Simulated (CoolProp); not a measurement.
Saturation properties of tetrahydrofuran (Tc = 267.0 °C, pc = 5.304 MPa, ω = 0.234).

The numbers come from the reference Helmholtz-energy equation of state, Fiedler 2023 in CoolProp.

```json
[
 {"T (°C)": "131.45", "p (MPa)": "0.5747", "liquid density (kg/m³)": "754.3", "enthalpy of vaporisation (kJ/kg)": "361.6", "vapour Z": "0.8994"},
 {"T (°C)": "138.75", "p (MPa)": "0.6713", "liquid density (kg/m³)": "744.4", "enthalpy of vaporisation (kJ/kg)": "354.5", "vapour Z": "0.8874"},
 {"T (°C)": "146.15", "p (MPa)": "0.7810", "liquid density (kg/m³)": "734.0", "enthalpy of vaporisation (kJ/kg)": "347.0", "vapour Z": "0.8744"},
 {"T (°C)": "153.55", "p (MPa)": "0.9037", "liquid density (kg/m³)": "723.4", "enthalpy of vaporisation (kJ/kg)": "?", "vapour Z": "0.8603"},
 {"T (°C)": "160.85", "p (MPa)": "1.038", "liquid density (kg/m³)": "712.6", "enthalpy of vaporisation (kJ/kg)": "331.1", "vapour Z": "0.8454"},
 {"T (°C)": "168.25", "p (MPa)": "1.189", "liquid density (kg/m³)": "701.3", "enthalpy of vaporisation (kJ/kg)": "322.5", "vapour Z": "0.8293"},
 {"T (°C)": "175.55", "p (MPa)": "1.354", "liquid density (kg/m³)": "?", "enthalpy of vaporisation (kJ/kg)": "313.5", "vapour Z": "0.8121"},
 {"T (°C)": "182.95", "p (MPa)": "1.537", "liquid density (kg/m³)": "677.6", "enthalpy of vaporisation (kJ/kg)": "303.9", "vapour Z": "0.7935"},
 {"T (°C)": "190.35", "p (MPa)": "1.738", "liquid density (kg/m³)": "664.9", "enthalpy of vaporisation (kJ/kg)": "293.8", "vapour Z": "0.7734"},
 {"T (°C)": "197.65", "p (MPa)": "1.955", "liquid density (kg/m³)": "651.7", "enthalpy of vaporisation (kJ/kg)": "?", "vapour Z": "0.7520"}
]
```

Some entries are withheld; supply them.


- 153.55, enthalpy of vaporisation (kJ/kg): 339.2
- 175.55, liquid density (kg/m³): 689.8
- 197.65, enthalpy of vaporisation (kJ/kg): 283.1

It boils at 65.9 °C under 1 atm.
